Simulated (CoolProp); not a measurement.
The fluid at 293.15 K and 8.44 MPa is throttled through a valve to 2.78 MPa with no heat exchange. The same conditions are run with several fluids, on thermodynamics alone (safety and materials aside).

Values from CoolProp's reference Helmholtz-energy equation of state of each fluid (ethanol: Schroeder 2014; hydrogen chloride: Thol 2018; propane: Lemmon 2009; CH2F2 (R32): Tillner-Roth 1997; n-butane: Bücker 2006).

Task: Rank ethanol, hydrogen chloride, propane, CH2F2 (R32), n-butane by temperature change (K), highest first.

Result: ethanol (+2.1), n-butane (+1.9), propane (+0.9), CH2F2 (R32) (-0.3), hydrogen chloride (-17.3)

```json
[
 {"fluid": "ethanol", "final phase": "liquid", "final density (kg/m³)": "790"},
 {"fluid": "hydrogen chloride", "final phase": "two-phase, vapour fraction 0.109", "final density (kg/m³)": "359"},
 {"fluid": "propane", "final phase": "liquid", "final density (kg/m³)": "504"},
 {"fluid": "CH2F2 (R32)", "final phase": "liquid", "final density (kg/m³)": "990"},
 {"fluid": "n-butane", "final phase": "liquid", "final density (kg/m³)": "581"}
]
```
